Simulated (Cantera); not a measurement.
A perfectly stirred reactor is fed with 5.56 % CH4, 19.9 % O2, 74.6 % N2, equivalence ratio 0.56, at 9.50 bar; it is adiabatic with a 575 K inlet, and is followed from long to short residence time, starting on the burning branch (τ in s: 0.27, 0.14, 0.067, 0.033, 0.016, 0.0081, 0.004, 0.002, 0.00098, 0.00048, 0.00024, 0.00012, 5.8e-05).

Cantera simulation using GRI-Mech 3.0 (53 species, 325 reactions); the numbers are that mechanism's predictions, not measurements.

Question: Predict: blow-out, bracketed by the residence times tried; x(CH4) at τ = 0.270 s; x(O2) at τ = 0.270 s; x(OH) at τ = 0.270 s; x(CH3) at τ = 0.270 s; x(CH4) at τ = 4.00 ms; x(O2) at τ = 4.00 ms; x(OH) at τ = 4.00 ms; x(CH3) at τ = 4.00 ms.

Answer: 
```
Property                                                                         Value
------------------------------------------------  ------------------------------------
blow-out, bracketed by the residence times tried  burning at 0.240 ms, out at 0.120 ms
x(CH4) at τ = 0.270 s                                                          1.50e-6
x(O2) at τ = 0.270 s                                                            0.0873
x(OH) at τ = 0.270 s                                                          0.000379
x(CH3) at τ = 0.270 s                                                          3.00e-7
x(CH4) at τ = 4.00 ms                                                          4.75e-5
x(O2) at τ = 4.00 ms                                                            0.0876
x(OH) at τ = 4.00 ms                                                          0.000700
x(CH3) at τ = 4.00 ms                                                          1.01e-5
```
